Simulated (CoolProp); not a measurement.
A single-stage vapour-compression cycle with ammonia: evaporating at 213.15 K (dew point), condensing at 254.15 K (bubble point), superheat 8 K, subcooling 2 K, compressor efficiency 0.7, no pressure losses. Each further row changes one setting.

The numbers come from the reference Helmholtz-energy equation of state, Gao 2020 in CoolProp.

```csv
case,cooling COP,pressure ratio,discharge temperature (K),refrigerating effect (kJ/kg),volumetric capacity (kJ/m³)
as stated,2.90,9.09,428.3,1290,263
evaporating temperature 218.15 K,3.49,6.60,401.1,1300,357
condensing temperature 249.15 K,3.38,7.26,403.8,1310,267
subcooling 7 K,2.95,9.09,428.3,1310,267
superheat 18 K,2.82,9.09,445.6,1310,255
compressor efficiency 0.6,2.49,9.09,459.5,1290,263
```
